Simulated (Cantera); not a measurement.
Mixture: C₃H₈ : O₂ : N₂ = 1 : 2.27 : 8.55 (molar parts), equivalence ratio 2.2, at 0.820 bar, adiabatic and at constant pressure. Ignition delay is the time to a rise of 400 K.

Model: GRI-Mech 3.0 (53 species, 325 reactions), integrated in Cantera. GRI-Mech 3.0 was tuned for natural gas; its chemistry of propane as a main component is partial and can be far from experiment.

Q: What does this change do: constant volume in place of constant pressure?

A: 
| quantity | before | after |
|---|---|---|
| delay at 1200 K | 7.09 ms | 6.43 ms |
| delay at 1350 K | 0.551 ms | 0.488 ms |
| delay at 1500 K | 0.101 ms | 87.3 µs |
| delay at 1650 K | 35.0 µs | 28.9 µs |
| delay at 1800 K | 17.6 µs | 14.0 µs |
| apparent activation energy between 1725 and 1875 K | 100 kJ/mol | 110 kJ/mol |
